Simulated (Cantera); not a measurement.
A closed system holds: 1 mol C₂H₆, 0.062 mol O₂, 0.079 mol CO₂, held at 700 K and 0.260 bar.

Equilibrium computed with Cantera from the NASA thermochemical tables; the gas is ideal and each condensed phase is pure. Candidate condensed phases: C, C₆H₆, C₇H₈, C₈H₁₈, H₂O; 110 gas species. Kinetics and transport are ignored.

Base state: H₂ 0.441, CH₄ 0.431, H₂O 0.119, CO₂ 0.00614, CO 0.00242 (mole fractions); condensed: C(graphite).

Task: What changes in the equilibrium state with this change: temperature from 700 K to 1350 K?

Result: 
```tsv
species	before	after
H₂	0.441	0.913
CO	0.00242	0.0859
CH₄	0.431	0.00125
H₂O	0.119	0.000117
CO₂	0.00614	5.60e-6
C(graphite), mol	1.15	1.79
```

Task: What changes in the equilibrium state with this change: temperature from 700 K to 2598.15 K?

Result: 
```tsv
species	before	after
H₂	0.441	0.835
CO	0.00242	0.0830
H	<1e-9	0.0683
CH₄	0.431	2.34e-5
H₂O	0.119	3.47e-7
C₂H₂ (acetylene)	<1e-9	0.0134
CO₂	0.00614	5.33e-9
C₂H	<1e-9	9.64e-5
C₄H₂	<1e-9	8.97e-5
C(graphite), mol	1.15	1.70
```
